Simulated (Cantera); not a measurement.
# Iron carbonyl, mercury and lead vapours: PbO + H2

Charge: 1 mol PbO, 0.21 mol H2, at 375 °C and 15.0 Pa.

Method: chemical equilibrium by Gibbs-energy minimisation in Cantera with the NASA 1993 tables (ideal gas, pure condensed phases). Candidate condensed phases: H2O, Pb, PbO, PbO2, Pb3O4; 12 gas species. The numbers say what is thermodynamically allowed, not how fast it happens.

| Property | Result |
|---|---|
| x(H2O) | 1.000 |
| x(H2) | 2.60e-5 |
| n(Pb(l)) | 0.210 mol |
| n(PbO(red)) | 0.790 mol |
| gas amount | 0.2100 mol |
| log10 activity of Pb3O4(s) (absent) | -12.20 |
| log10 activity of PbO2(s) (absent) | -13.07 |
